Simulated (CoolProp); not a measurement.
Nitrogen along the isotherm 99.1 K: fugacity coefficient from the reference equation and from simpler models built on Tc = 126.2 K, pc = 3.396 MPa, ω = 0.037; each cubic takes its own stable root.

Values from CoolProp's reference Helmholtz-energy equation of state, Span 2000.

```
p (MPa)   phase  reference
-------  ------  ---------
1.13     liquid     0.5640
2.26     liquid     0.2979
3.4      liquid     0.2092
4.53     liquid     0.1657
5.66     liquid     0.1399
6.79     liquid     0.1230
7.92     liquid     0.1112
9.06     liquid     0.1025
10.2     liquid    0.09592
11.3     liquid    0.09107
12.5     liquid    0.08697
13.6     liquid    0.08403
14.7     liquid    0.08171
15.8     liquid    0.07988
17       liquid    0.07834
```

Q: How far does each simpler model (Redlich-Kwong, Soave-Redlich-Kwong) lie from the reference over these 15 states: mean and median of the absolute difference, and the worst?

A: 
- Redlich-Kwong: mean 0.6 %, median 0.6 %, worst +0.7 % at 99.1 K and 10.2 MPa
- Soave-Redlich-Kwong: mean 1.3 %, median 1.4 %, worst +1.4 % at 99.1 K and 10.2 MPa
